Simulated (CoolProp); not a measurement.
The numbers come from the reference Helmholtz-energy equation of state, Lemmon 2005 in CoolProp. It is a short technical equation, of lower accuracy than the large ones.

### Question
For 1-butene, give the phase and the Z, cp (kJ/(kg K)), cv (kJ/(kg K)), isothermal compressibility (1/MPa) at 341.2 K and 20 MPa.

### Answer
- 341.2 K and 20 MPa: liquid; Z 0.689, cp 2.36, cv 1.71, isothermal compressibility 0.00297
